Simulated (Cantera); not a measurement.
A Cantera script and its output.

```python
import numpy as np
import cantera as ct

gas = ct.Solution("gri30.yaml")


def delay(T, t_max=10):
    gas.TPX = T, 180000, {'CH4': 1, 'O2': 2.38, 'N2': 8.95}
    reactor = ct.IdealGasConstPressureReactor(gas, clone=False)
    net = ct.ReactorNet([reactor])
    net.rtol, net.atol = 1e-8, 1e-16
    while net.time < t_max:
        t_old, T_old = net.time, reactor.T
        net.step()
        if reactor.T > T + 400:  # ignition: a rise of 400 K
            return t_old + (T + 400 - T_old) / (reactor.T - T_old) * (net.time - t_old)
    return np.nan


taus = []
for T in [1125, 1225, 1325, 1425, 1525, 1625, 1725]:
    taus.append(delay(T))
    print(f"T0 = {T:6g} K   tau = {taus[-1]:.4e} s")
```

Output:

```
T0 =   1125 K   tau = 7.3185e-02 s
T0 =   1225 K   tau = 1.7672e-02 s
T0 =   1325 K   tau = 4.8877e-03 s
T0 =   1425 K   tau = 1.5344e-03 s
T0 =   1525 K   tau = 5.4932e-04 s
T0 =   1625 K   tau = 2.2627e-04 s
T0 =   1725 K   tau = 1.0638e-04 s
```

Cantera simulation using GRI-Mech 3.0 (53 species, 325 reactions); the numbers are that mechanism's predictions, not measurements.
